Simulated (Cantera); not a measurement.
Mixture: CH₄ : H₂ : O₂ : N₂ = 1 : 0.41 : 1.47 : 10 (molar parts), at 9.00 bar, adiabatic and at constant volume. Ignition delay is the time to a rise of 400 K.

Cantera simulation using GRI-Mech 3.0 (53 species, 325 reactions); the numbers are that mechanism's predictions, not measurements.

Q: Predict: delay at 1000 K; delay at 1050 K; delay at 1100 K; delay at 1150 K; delay at 1200 K; delay at 1250 K; apparent activation energy between 1150 and 1250 K.

A: 
```json
{
 "delay at 1000 K": "14.7 ms",
 "delay at 1050 K": "5.20 ms",
 "delay at 1100 K": "2.31 ms",
 "delay at 1150 K": "1.27 ms",
 "delay at 1200 K": "0.806 ms",
 "delay at 1250 K": "0.548 ms",
 "apparent activation energy between 1150 and 1250 K": "100 kJ/mol"
}
```
